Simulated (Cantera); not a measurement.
Mixture: 1.58 % CH₄, 0.158 % C₂H₆, 0.745 % C₃H₈, 13.5 % O₂, 84.0 % N₂, at 4.93 atm, adiabatic and at constant pressure. Ignition delay is the time to a rise of 400 K.

Model: GRI-Mech 3.0 (53 species, 325 reactions), integrated in Cantera. GRI-Mech 3.0 was tuned for natural gas; its chemistry of propane as a main component is partial and can be far from experiment.

Predict: delay at 1050 K; delay at 1200 K; delay at 1350 K; delay at 1500 K; delay at 1650 K; apparent activation energy between 1575 and 1725 K.


```
Quantity                                                Result
--------------------------------------------------  ----------
delay at 1050 K                                        30.2 ms
delay at 1200 K                                        2.59 ms
delay at 1350 K                                       0.277 ms
delay at 1500 K                                        50.4 µs
delay at 1650 K                                        15.8 µs
apparent activation energy between 1575 and 1725 K  130 kJ/mol
```
